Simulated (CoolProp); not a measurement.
Vapour-liquid equilibrium of propylene (1) + R152A (2) at 263.3 K; x and y are mole fractions of (1).

Values from CoolProp's multi-fluid Helmholtz-energy mixture model, Lemmon 2013 and Outcalt 1996; pair parameters Bell 2016.

| x | bubble pressure, mixture model (kPa) | bubble pressure, Raoult's law (kPa) | y, mixture model | y, Raoult's law |
|---|---|---|---|---|
| 0.05 | 218.3 | 195.0 | 0.194 | 0.110 |
| 0.15 | 277.6 | 219.7 | 0.414 | 0.294 |
| 0.25 | 322.5 | 244.5 | 0.536 | 0.440 |
| 0.35 | 356.0 | 269.3 | 0.614 | 0.559 |
| 0.45 | 380.8 | 294.0 | 0.671 | 0.658 |
| 0.55 | 399.6 | 318.8 | 0.718 | 0.742 |
| 0.65 | 414.2 | 343.6 | 0.762 | 0.814 |
| 0.75 | 425.2 | 368.3 | 0.809 | 0.876 |
| 0.85 | 432.5 | 393.1 | 0.867 | 0.930 |
| 0.95 | 433.5 | 417.8 | 0.946 | 0.978 |

The largest gap from Raoult's law is +32.2 % in bubble pressure, at x = 0.35. y crosses x between x = 0.85 and 0.95: the model has an azeotrope there.

The pair parameters rest on a limited set of measurements; away from them the model extrapolates.
